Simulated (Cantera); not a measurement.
What does this Cantera script print?

```python
import numpy as np
import cantera as ct

gas_names = """
    N2O O
""".split()
cond_names = """
    V2O5(s) V2O5(L) VN(s)
""".split()


# ... load() reads the species with a 1 bar reference pressure and builds the phases ...
species = {s.name: s for s in load("nasa_gas.yaml", gas_names) + load("nasa_condensed.yaml", cond_names)}
# Each term lists the table entries of one substance; the one whose range holds T is used.
reactions = {
    'N2O(g) + V2O5 = 6 O(g) + 2 VN':
        [(-1, ['N2O']), (-1, ['V2O5(s)', 'V2O5(L)']), (6, ['O']), (2, ['VN(s)'])],
}


def pick(names, T):
    return next(species[n] for n in names if species[n].thermo.min_temp <= T <= species[n].thermo.max_temp)


results = []
for label, terms in reactions.items():
    print(label)
    print("     T/K   dH/kJ  dS/(J/K)   dG/kJ   log10 K")
    for T in [300, 1423, 1523, 1623, 1723, 1823, 1923]:
        used = [(nu, pick(names, T)) for nu, names in terms]
        dH = sum(nu * s.thermo.h(T) for nu, s in used) / 1e6
        dS = sum(nu * s.thermo.s(T) for nu, s in used) / 1e3
        dG = dH - T * dS / 1e3
        logK = -dG * 1e6 / (ct.gas_constant * T * np.log(10))
        results.append((label, T, dH, dS, dG, logK, [s.name for _, s in used]))
        print(f"{T:8g} {dH:8.1f} {dS:8.1f} {dG:8.1f} {logK:8.2f}")
```

Output:

```
N2O(g) + V2O5 = 6 O(g) + 2 VN
     T/K   dH/kJ  dS/(J/K)   dG/kJ   log10 K
     300   2529.8    690.6   2322.7  -404.40
    1423   2465.6    631.7   1566.6   -57.51
    1523   2464.9    631.3   1503.5   -51.56
    1623   2464.3    630.9   1440.4   -46.36
    1723   2463.9    630.7   1377.3   -41.75
    1823   2463.7    630.5   1314.3   -37.66
    1923   2463.6    630.4   1251.2   -33.99
```

Source: NASA polynomial tables (part measured, part estimated), evaluated in Cantera. VN: taken at fixed stoichiometry. Condensed species are held in their standard states even where they would react or evaporate.
